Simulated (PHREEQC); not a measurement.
1 kg of water holding 0.11 mol/kgw Na2SO4 and 0.044 mol/kgw NaCl is evaporated at 40 °C; the solids stay in contact with the brine. CO2 from the air is kept out. Only these solids could form: Halite, Mirabilite, Thenardite.

Model: Pitzer model, pitzer.dat, run in PHREEQC.

```json
[
 {"water left (kg)": "1", "ionic strength": "0.374", "water activity": "0.994", "Thenardite (mol)": "0", "Cl in solution (mol/kgw)": "0.0440"},
 {"water left (kg)": "0.8219", "ionic strength": "0.455", "water activity": "0.993", "Thenardite (mol)": "0", "Cl in solution (mol/kgw)": "0.0535"},
 {"water left (kg)": "0.5552", "ionic strength": "0.674", "water activity": "0.990", "Thenardite (mol)": "0", "Cl in solution (mol/kgw)": "0.0793"},
 {"water left (kg)": "0.4563", "ionic strength": "0.820", "water activity": "0.987", "Thenardite (mol)": "0", "Cl in solution (mol/kgw)": "0.0964"},
 {"water left (kg)": "0.375", "ionic strength": "0.997", "water activity": "0.985", "Thenardite (mol)": "0", "Cl in solution (mol/kgw)": "0.117"},
 {"water left (kg)": "0.2533", "ionic strength": "1.48", "water activity": "0.978", "Thenardite (mol)": "0", "Cl in solution (mol/kgw)": "0.174"},
 {"water left (kg)": "0.2082", "ionic strength": "1.80", "water activity": "0.974", "Thenardite (mol)": "0", "Cl in solution (mol/kgw)": "0.211"},
 {"water left (kg)": "0.1711", "ionic strength": "…", "water activity": "0.968", "Thenardite (mol)": "0", "Cl in solution (mol/kgw)": "0.257"},
 {"water left (kg)": "0.1156", "ionic strength": "3.23", "water activity": "0.954", "Thenardite (mol)": "0", "Cl in solution (mol/kgw)": "0.381"},
 {"water left (kg)": "0.09502", "ionic strength": "3.94", "water activity": "0.944", "Thenardite (mol)": "0", "Cl in solution (mol/kgw)": "0.463"},
 {"water left (kg)": "0.06418", "ionic strength": "…", "water activity": "0.915", "Thenardite (mol)": "0", "Cl in solution (mol/kgw)": "0.686"},
 {"water left (kg)": "0.05275", "ionic strength": "7.09", "water activity": "0.895", "Thenardite (mol)": "0", "Cl in solution (mol/kgw)": "0.834"},
 {"water left (kg)": "0.04335", "ionic strength": "8.63", "water activity": "…", "Thenardite (mol)": "0", "Cl in solution (mol/kgw)": "1.01"},
 {"water left (kg)": "0.0293", "ionic strength": "…", "water activity": "0.857", "Thenardite (mol)": "…", "Cl in solution (mol/kgw)": "1.50"},
 {"water left (kg)": "0.02407", "ionic strength": "8.15", "water activity": "…", "Thenardite (mol)": "0.0593", "Cl in solution (mol/kgw)": "1.83"},
 {"water left (kg)": "0.01979", "ionic strength": "7.84", "water activity": "…", "Thenardite (mol)": "0.0730", "Cl in solution (mol/kgw)": "2.22"},
 {"water left (kg)": "0.01337", "ionic strength": "7.28", "water activity": "0.820", "Thenardite (mol)": "0.0922", "Cl in solution (mol/kgw)": "3.29"},
 {"water left (kg)": "0.01099", "ionic strength": "7.13", "water activity": "0.801", "Thenardite (mol)": "0.0986", "Cl in solution (mol/kgw)": "4.00"}
]
```

Question: Complete the blanks.

Answer: 
- 0.1711, ionic strength: 2.19
- 0.06418, ionic strength: 5.83
- 0.04335, water activity: 0.870
- 0.0293, ionic strength: 8.44
- 0.0293, Thenardite (mol): 0.0422
- 0.02407, water activity: 0.851
- 0.01979, water activity: 0.844

Constants without temperature data keep their 25 °C values here.
